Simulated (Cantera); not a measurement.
A closed system holds: 1 mol SiH2Cl2, 1 mol NH3, 5.4 mol N2, at 0.00380 bar.

These are equilibrium values from Cantera (NASA tables, ideal gas, pure condensed phases), not measurements of a reactor. Candidate condensed phases: NH4Cl, Si, Si3N4; 28 gas species. Rates play no part.

**Question.** What share of the Si ends up in condensed phases as a function of T (K), at 1325, 1375, 1425, 1475, 1525, 1575, 1625, 1675, 1725?

**Answer.** 
| T (K) | Si condensed (%) | as |
|---|---|---|
| 1325 | 94.3 | Si3N4(s) |
| 1375 | 90.6 | Si3N4(s) |
| 1425 | 84.5 | Si3N4(s) |
| 1475 | 76.3 | Si3N4(s) |
| 1525 | 66.7 | Si3N4(s) |
| 1575 | 56.8 | Si3N4(s) |
| 1625 | 47.5 | Si3N4(s) |
| 1675 | 39.2 | Si3N4(s) |
| 1725 | 32.3 | Si(l) |
